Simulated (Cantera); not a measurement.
An isothermal, constant-pressure homogeneous reactor starts with NH₃ : H₂ = 1 : 4 (molar parts), at 1525 K and 38.3 Torr.

Cantera simulation using the gas-phase N/H chemistry of the illustrative SiF4/NH3 mechanism in the Surface Chemkin manual (1991); the numbers are that mechanism's predictions, not measurements. Walls and surfaces, which speed up NH3 decomposition in real reactors, are not modelled.

### Question
Predict: x(NH₃) at 40.0 s; x(H₂) at 40.0 s; x(N₂H₄) at 40.0 s; x(NH₂) at 40.0 s; x(N₂) at 40.0 s.

### Answer
- x(NH₃) at 40.0 s = 0.180 (gas-phase equilibrium 7.33e-7)
- x(H₂) at 40.0 s = 0.811 (gas-phase equilibrium 0.917)
- x(N₂H₄) at 40.0 s = 2.33e-9 (gas-phase equilibrium <1e-12)
- x(NH₂) at 40.0 s = 2.43e-5 (gas-phase equilibrium 1.82e-10)
- x(N₂) at 40.0 s = 0.00811 (gas-phase equilibrium 0.0833)
